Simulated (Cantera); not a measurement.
Feed: 1 mol MgO, 0.68 mol CO, 0.18 mol H₂, at 1552 °C and 10.0 Pa.

Method: chemical equilibrium by Gibbs-energy minimisation in Cantera with the NASA 1993 tables (ideal gas, pure condensed phases). Candidate condensed phases: C, C₆H₆, C₇H₈, C₈H₁₈, H₂O, Mg, MgCO₃, MgO, Mg(OH)₂; 116 gas species. The numbers say what is thermodynamically allowed, not how fast it happens.

Base state: CO 0.708, H₂ 0.160, Mg 0.0576, CO₂ 0.0305, H₂O 0.0269, H 0.0176, OH 0.000207, MgOH 3.53e-5 (mole fractions); condensed: MgO(s).

**Question.** What changes in the equilibrium state with this change: temperature from 1552 °C to 825 °C?

**Answer.** 
```json
[
 {"species": "CO", "before": "0.708", "after": "0.791"},
 {"species": "H₂", "before": "0.160", "after": "0.209"},
 {"species": "CO₂", "before": "0.0305", "after": "5.69e-6"},
 {"species": "Mg", "before": "0.0576", "after": "8.32e-7"},
 {"species": "H₂O", "before": "0.0269", "after": "1.52e-6"},
 {"species": "H", "before": "0.0176", "after": "1.14e-6"},
 {"species": "OH", "before": "0.000207", "after": "<1e-9"},
 {"species": "MgOH", "before": "3.53e-5", "after": "<1e-9"},
 {"species": "O", "before": "1.76e-5", "after": "<1e-9"},
 {"species": "MgO(s), mol", "before": "0.947", "after": "1.000"}
]
```

**Question.** What changes in the equilibrium state with this change: H₂ from 0.18 to 3.6 mol?

**Answer.** 
```
species        before     after
-----------  --------  --------
H₂              0.160     0.661
CO              0.708     0.139
Mg             0.0576    0.0824
H₂O            0.0269    0.0779
CO₂            0.0305   0.00418
H              0.0176    0.0358
MgOH          3.53e-5   7.19e-5
O             1.76e-5   1.23e-5
OH           0.000207  0.000295
MgO(s), mol     0.947     0.608
```
